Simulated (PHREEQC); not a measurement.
PHREEQC input (ion-association model, wateq4f.dat):

```
SOLUTION_MASTER_SPECIES
  An  An-  0  An  62.0  # stands for a non-complexing anion
SOLUTION_SPECIES
  An- = An-
    -log_k 0
    -gamma 3.0 0
PHASES
  Fix_H+
    H+ = H+
    -log_k 0
SOLUTION 1
  temp 25
  units mmol/kgw
  pH 7 charge
  Cl 0.22
  Mn(2) 0.11
  Na 5
  An 5
END
SELECTED_OUTPUT 1
  -reset false
  -pH true
  -pe true
  -ionic_strength true
  -water true
  -totals Cl Mn Na Mn(2) Mn(3) Mn(6) Mn(7)
  -molalities Hfo_wOH Hfo_wOH2+ Hfo_wO- Hfo_sOH Hfo_sOH2+ Hfo_sO- Hfo_sOMn+ Hfo_wOMn+
  -saturation_indices Pyrochroite Halite
USER_PUNCH 1
  -headings sigma psi
  10 PUNCH EDL("sigma", "Hfo"), EDL("psi", "Hfo")
PRINT
  -reset false
USE solution 1
SURFACE 1
  Hfo_wOH 0.00741573 600 3.3
  Hfo_sOH 0.000185393
EQUILIBRIUM_PHASES 1
  Fix_H+ -3 HAn 10
    -force_equality true
END
# ... the last block is repeated for the other 12 points of pH, with NaOH or the acid as the point needs
```

Selected output (columns that matter, 13 of 13 rows; pH added in front):

```
pH	mu	Cl	Mn	Na	m_Hfo_wOH	m_Hfo_wOH2+	m_Hfo_wO-	m_Hfo_sOH	m_Hfo_sOH2+	m_Hfo_sO-	si_Pyrochroite	si_Halite	sigma	psi
3	0.0097045	0.00022	0.00011	0.005	0.0010067	0.0064054	3.6244e-06	2.5167e-05	0.00016014	9.061e-08	-13.327	-7.6295	0.31979	0.20624
3.67	0.0080531	0.00022	0.00011	0.005	0.0024971	0.0048894	2.9216e-05	6.2427e-05	0.00012223	7.3039e-07	-11.975	-7.6224	0.24278	0.19688
4.33	0.007039	0.00022	0.00010994	0.005	0.003964	0.0033441	0.00010765	9.9068e-05	8.3574e-05	2.6903e-06	-10.646	-7.6177	0.16167	0.17947
5	0.0063383	0.00022	0.00010909	0.005	0.0049546	0.0022062	0.00025491	0.00012328	5.4891e-05	6.3423e-06	-9.3031	-7.6141	0.097503	0.15625
5.67	0.0058547	0.00022	9.8147e-05	0.005	0.0054452	0.0015246	0.00044552	0.00012772	3.576e-05	1.045e-05	-8.0042	-7.6115	0.0544	0.12854
6.33	0.0054293	0.00022	4.6102e-05	0.005	0.0056333	0.0011441	0.00063543	9.4524e-05	1.9197e-05	1.0662e-05	-7.008	-7.6091	0.028319	0.097744
7	0.0051525	0.00022	5.7473e-06	0.005	0.0056815	0.00094596	0.00078173	6.7247e-05	1.1197e-05	9.2527e-06	-6.5694	-7.6074	0.013179	0.063214
7.67	0.0051746	0.00022	3.2342e-07	0.0051273	0.0056869	0.00085229	0.00086928	6.3697e-05	9.5462e-06	9.7365e-06	-6.4796	-7.5966	0.0045075	0.026282
8.33	0.0052408	0.00022	1.6874e-08	0.0052593	0.0056822	0.00079039	0.00093581	6.3441e-05	8.8247e-06	1.0448e-05	-6.4444	-7.586	-0.0018059	-0.010845
9	0.0053259	0.00022	8.5987e-10	0.005421	0.0056673	0.0007221	0.001019	6.3265e-05	8.0608e-06	1.1375e-05	-6.405	-7.5733	-0.0092686	-0.048225
9.67	0.0054915	0.00022	4.9297e-11	0.0057124	0.0056213	0.00062068	0.0011663	6.2751e-05	6.9287e-06	1.302e-05	-6.3393	-7.5515	-0.021527	-0.084181
10.33	0.0058965	0.00022	4.1075e-12	0.0063406	0.0054783	0.00047137	0.0014586	6.1155e-05	5.2619e-06	1.6282e-05	-6.2198	-7.5085	-0.043288	-0.11682
11	0.0071723	0.00021999	6.8067e-13	0.008029	0.0050451	0.0002799	0.0020832	5.6318e-05	3.1246e-06	2.3255e-05	-5.9935	-7.4125	-0.083505	-0.14518
```

The oxide is taken as insoluble; below pH 4 it would dissolve.
